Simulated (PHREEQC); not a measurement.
**Ultrapure water in contact with air or piping**

Synthetic water in mg/L, 25 °C, pH 6.87, pe 10.7:

```
constituent            mg/L
------------------  -------
Na                    0.449
K                    0.0437
Ca                    0.187
Mg                   0.0541
Cl                    0.523
S(6) as SO4           0.135
Alkalinity as HCO3     1.01
Cu(2)                0.0119
N(5) as NO3         0.00115
Li                  0.00131
Br                   0.0315
```

Cl is adjusted to close the charge balance.
Valence states are taken as typed.

The numbers come from PHREEQC with the ion-association model, phreeqc.dat.

ionic strength: 4.33e-5 mol/kgw

| species | molality | activity | log γ |
|---|---|---|---|
| Na+ | 1.95e-5 | 1.94e-5 | -0.003 |
| HCO3- | 1.64e-5 | 1.63e-5 | -0.003 |
| Cl- | 1.52e-5 | 1.51e-5 | -0.003 |
| CO2 | 4.94e-6 | 4.94e-6 | 0.000 |
| Ca+2 | 4.66e-6 | 4.52e-6 | -0.013 |
| Mg+2 | 2.22e-6 | 2.16e-6 | -0.013 |
| SO4-2 | 1.40e-6 | 1.36e-6 | -0.013 |
| K+ | 1.12e-6 | 1.11e-6 | -0.003 |

Precipitation was switched off in this run. Species that the database lacks are ignored. The database's constant for dissolved Cu(OH)2 is higher than later reviews accept.
